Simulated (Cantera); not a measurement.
Input (Python, Cantera) and output of one run.

```python
import numpy as np
import cantera as ct

gas_names = """
    CL CL2 H HCL H2 Si SiCL SiCL2 SiCL3 SiCL4 SiH SiHCL3 SiH2 SiH2CL2 SiH3 SiH3CL SiH4 Si2 Si3
""".split()
cond_names = """
    Si(cr) Si(L)
""".split()


def load(file, names, dense=False):
    # The tables refer to 1 bar. Condensed volumes are neglected.
    table = {s.name: s for s in ct.Species.list_from_file(file)}
    out = []
    for n in names:
        d = dict(table[n].input_data)
        d["thermo"] = dict(d["thermo"], **{"reference-pressure": 1e5})
        if dense:
            d["equation-of-state"] = {"model": "constant-volume", "density": "1e6 g/cm^3"}
        out.append(ct.Species.from_dict(d))
    return out


gas = ct.Solution(thermo="ideal-gas", species=load("nasa_gas.yaml", gas_names))
cond = {s.name: ct.Solution(thermo="fixed-stoichiometry", species=[s], name=s.name)
        for s in load("nasa_condensed.yaml", cond_names, dense=True)}
atoms = {
    'SiCl4': {'Si': 1, 'CL': 4},
    'HCl': {'H': 1, 'CL': 1},
    'H2': {'H': 2},
    'Cl2': {'CL': 2},
}
top_T = {}  # K; cautious upper limits of use, not melting points


def equilibrate(T, P, feed):
    n = {}
    for name, mol in feed.items():
        for a, k in atoms[name].items():
            n[a] = n.get(a, 0.0) + k * mol
    gas.TPX = T, P, n
    mass = sum(n.values()) * gas.mean_molecular_weight
    gas.equilibrate("TP")
    valid = [c for c in cond.values() if c.min_temp <= T <= top_T.get(c.name, c.max_temp)]
    mix = ct.Mixture([(gas, mass / gas.mean_molecular_weight)] + [(c, 0.0) for c in valid])
    mix.T, mix.P = T, P
    mix.equilibrate("TP", solver="vcs", rtol=1e-11, max_steps=5000)
    return mix


results = []
feed = {'SiCl4': 1, 'HCl': 0.35, 'H2': 100, 'Cl2': 0.032}  # mol
P = 1000  # Pa
for T in [800, 850, 900, 950, 1000, 1050, 1100, 1150, 1200, 1250]:
    mix = equilibrate(T, P, feed)
    results.append((T, P, feed, dict(zip(mix.species_names, mix.species_moles))))
    x = sorted(zip(gas.X, gas.species_names), reverse=True)
    print(f"T = {T:g} K  P = {P:g} Pa  gas = {mix.phase_moles(0):.4g} mol")
    print("   x: " + "  ".join(f"{s} {v:.3e}" for v, s in x if v > 1e-05))
    print("   condensed (mol): " + ("  ".join(f"{mix.phase(i).name} {mix.phase_moles(i):.4g}"
          for i in range(1, mix.n_phases) if mix.phase_moles(i) > 1e-12) or "none"))
```

Result:

```
T = 800 K  P = 1000 Pa  gas = 101.4 mol
   x: H2 9.846e-01  SiCL4 8.465e-03  HCL 5.501e-03  SiHCL3 1.370e-03  SiH2CL2 1.790e-05
   condensed (mol): none
T = 850 K  P = 1000 Pa  gas = 101.4 mol
   x: H2 9.839e-01  SiCL4 7.747e-03  HCL 6.259e-03  SiHCL3 2.021e-03  SiH2CL2 4.636e-05  SiCL3 3.647e-05  SiCL2 1.218e-05
   condensed (mol): none
T = 900 K  P = 1000 Pa  gas = 101.4 mol
   x: H2 9.827e-01  HCL 7.562e-03  SiCL4 6.913e-03  SiHCL3 2.552e-03  SiCL3 1.071e-04  SiH2CL2 8.935e-05  SiCL2 7.905e-05
   condensed (mol): Si(cr) 0.0122
T = 950 K  P = 1000 Pa  gas = 101.5 mol
   x: H2 9.794e-01  HCL 1.194e-02  SiCL4 5.912e-03  SiHCL3 2.224e-03  SiCL2 2.226e-04  SiCL3 1.986e-04  SiH2CL2 8.488e-05
   condensed (mol): Si(cr) 0.1225
T = 1000 K  P = 1000 Pa  gas = 101.7 mol
   x: H2 9.752e-01  HCL 1.748e-02  SiCL4 4.585e-03  SiHCL3 1.802e-03  SiCL2 5.326e-04  SiCL3 3.175e-04  SiH2CL2 7.643e-05
   condensed (mol): Si(cr) 0.2561
T = 1050 K  P = 1000 Pa  gas = 101.9 mol
   x: H2 9.705e-01  HCL 2.360e-02  SiCL4 3.062e-03  SiHCL3 1.307e-03  SiCL2 1.072e-03  SiCL3 4.256e-04  SiH2CL2 6.362e-05
   condensed (mol): Si(cr) 0.3956
T = 1100 K  P = 1000 Pa  gas = 102.1 mol
   x: H2 9.661e-01  HCL 2.911e-02  SiCL2 1.787e-03  SiCL4 1.658e-03  SiHCL3 8.112e-04  SiCL3 4.613e-04  SiH2CL2 4.759e-05
   condensed (mol): Si(cr) 0.5135
T = 1150 K  P = 1000 Pa  gas = 102.2 mol
   x: H2 9.631e-01  HCL 3.285e-02  SiCL2 2.466e-03  SiCL4 7.126e-04  SiHCL3 4.243e-04  SiCL3 4.008e-04  SiH2CL2 3.170e-05
   condensed (mol): Si(cr) 0.5874
T = 1200 K  P = 1000 Pa  gas = 102.3 mol
   x: H2 9.616e-01  HCL 3.467e-02  SiCL2 2.951e-03  SiCL3 2.968e-04  SiCL4 2.619e-04  SiHCL3 1.976e-04  SiH2CL2 1.952e-05
   condensed (mol): Si(cr) 0.6187
T = 1250 K  P = 1000 Pa  gas = 102.4 mol
   x: H2 9.610e-01  HCL 3.532e-02  SiCL2 3.266e-03  SiCL3 2.050e-04  SiCL4 9.213e-05  SiHCL3 8.920e-05  SiH2CL2 1.175e-05
   condensed (mol): Si(cr) 0.6249
```

Method: chemical equilibrium by Gibbs-energy minimisation in Cantera with the NASA 1993 tables (ideal gas, pure condensed phases). The tables' values for SiCl3 are old estimates; treat these amounts as uncertain.
